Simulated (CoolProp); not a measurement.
Octamethyltrisiloxane (MDM) at 293.15 K and 1.99 MPa is throttled through a valve to 0.372 MPa with no heat exchange. Each further row changes one setting.

Values from CoolProp's reference Helmholtz-energy equation of state, Thol 2017.

```csv
case,temperature change (K)
as stated,+0.7
outlet pressure 0.112 MPa,+0.8
outlet pressure 0.484 MPa,+0.7
```
